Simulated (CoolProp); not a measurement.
The numbers come from the reference Helmholtz-energy equation of state, Zhou 2012 in CoolProp.

Give the vapour pressure (kPa), liquid viscosity (µPa s), liquid conductivity (mW/(m K)) of saturated p-xylene at 418, 469 K.


```
T (K)  p (kPa)  liquid viscosity (µPa s)  liquid conductivity (mW/(m K))
-----  -------  ------------------------  ------------------------------
418        120                       210                            98.5
469        381                       147                            89.5
```

Viscosity comes from a separate model (Balogun 2015). Thermal conductivity comes from a separate model (Mylona 2014).
